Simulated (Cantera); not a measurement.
Feed: 1 mol C3H8, 5.5 mol CO2, 72 mol H2, 0.028 mol O2, held at 0.0100 bar.

These are equilibrium values from Cantera (NASA tables, ideal gas, pure condensed phases), not measurements of a reactor. Candidate condensed phases: C, C6H6, C7H8, C8H18, H2O; 110 gas species. The numbers say what is thermodynamically allowed, not how fast it happens. All values below are at 950 °C.

Base state: H2 0.871, CO 0.0984, H2O 0.0281, CO2 0.00217 (mole fractions); condensed: gas only.

What changes in the equilibrium state with this change: CO2 from 5.5 to 0.1 mol?


```csv
species,before,after
H2,0.871,0.997
CO,0.0984,0.00336
CH4,6.21e-8,0.000132
H2O,0.0281,6.72e-7
CO2,0.00217,1.55e-9
"C(graphite), mol",0,2.83
```
